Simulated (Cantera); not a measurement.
Input: 1 mol Na₂SO₄, 10 mol CO₂, 0.043 mol H₂, equilibrated at 100 Torr.

Method: chemical equilibrium by Gibbs-energy minimisation in Cantera with the NASA 1993 tables (ideal gas, pure condensed phases). Candidate condensed phases: C, C₆H₆, C₇H₈, C₈H₁₈, H₂O, H₂SO₄, Na, NaOH, NaO₂, Na₂CO₃, Na₂O, Na₂O₂, Na₂S, Na₂SO₄, S; 131 gas species. The numbers say what is thermodynamically allowed, not how fast it happens.

### Question
What share of the Na ends up in condensed phases as a function of T (K), at 1600, 1625, 1650, 1675, 1700, 1725, 1750, 1775, 1800, 1825, 1850, 1875, 1900?

### Answer
```csv
T (K),Na condensed (%),as
1600,95.8,Na₂SO₄(l)
1625,94.5,Na₂SO₄(l)
1650,92.7,Na₂SO₄(l)
1675,90.4,Na₂SO₄(l)
1700,87.4,Na₂SO₄(l)
1725,83.5,Na₂SO₄(l)
1750,78.3,Na₂SO₄(l)
1775,71.4,Na₂SO₄(l)
1800,62.4,Na₂SO₄(l)
1825,50.2,Na₂SO₄(l)
1850,33.5,Na₂SO₄(l)
1875,10.4,Na₂SO₄(l)
1900,0.0,-
```
